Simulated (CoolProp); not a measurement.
Vapour-liquid equilibrium of R134a (1) + R123 (2) at 233.5 K; x and y are mole fractions of (1).

Model: multi-fluid Helmholtz-energy mixture model, Tillner-Roth 1994 and Younglove 1994; pair parameters Bell 2016, in CoolProp.

Give the bubble pressure and the first vapour's composition at x = 0.05, 0.45, 0.55. Is there an azeotrope?

x = 0.05: 0.007380 MPa, y = 0.527; x = 0.45: 0.03085 MPa, y = 0.927; x = 0.55: 0.03499 MPa, y = 0.944. No azeotrope shows between x = 0.05 and 0.95.

The pair parameters rest on a limited set of measurements; away from them the model extrapolates.
